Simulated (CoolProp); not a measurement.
Vapour-liquid equilibrium of R143a (1) + R134a (2) at 0.732 bar; x and y are mole fractions of (1).

The numbers come from the multi-fluid Helmholtz-energy mixture model, Lemmon and Jacobsen 2000 and Tillner-Roth 1994; pair parameters Lemmon 2004 in CoolProp.

| x | bubble temperature (°C) | y at the bubble point | dew temperature at overall composition x (°C) | liquid density (mol/L) |
|---|---|---|---|---|
| 0.05 | -34.5 | 0.118 | ? | 13.73 |
| 0.125 | -36.7 | 0.270 | -34.6 | ? |
| 0.2 | -38.8 | 0.397 | -35.7 | 13.82 |
| 0.275 | -40.7 | ? | -36.8 | 13.86 |
| 0.35 | -42.5 | 0.594 | -38.0 | 13.90 |
| 0.425 | -44.1 | 0.670 | -39.3 | 13.93 |
| 0.5 | -45.7 | 0.736 | -40.6 | 13.96 |
| 0.575 | -47.1 | 0.792 | -42.1 | 13.99 |
| 0.65 | -48.5 | 0.841 | -43.7 | 14.01 |
| 0.725 | -49.7 | 0.884 | -45.4 | 14.03 |
| 0.8 | -51.0 | 0.921 | -47.3 | 14.05 |
| 0.875 | -52.1 | 0.953 | -49.5 | 14.07 |
| 0.95 | -53.2 | 0.982 | ? | 14.08 |

Question: Fill in the missing entries.

Answer: 
- 0.05, dew temperature at overall composition x (°C): -33.6
- 0.125, liquid density (mol/L): 13.78
- 0.275, y at the bubble point: 0.503
- 0.95, dew temperature at overall composition x (°C): -52.0

No azeotrope shows between x = 0.05 and 0.95.

Pair parameters are fitted to limited data, so mixtures are less certain than the pure fluids.
